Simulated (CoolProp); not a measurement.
Model: reference Helmholtz-energy equation of state, Gao 2016, in CoolProp.

Problem. Give the vapour pressure (kPa), vapour density (kg/m³), enthalpy of vaporisation (kJ/kg) of saturated sulfur dioxide at 284.4, 331.4, 350.1 K.

Solution. 
```csv
T (K),p (kPa),vapour density (kg/m³),enthalpy of vaporisation (kJ/kg)
284.4,241,6.88,370
331.4,1050,28.2,319
350.1,1680,45.1,294
```
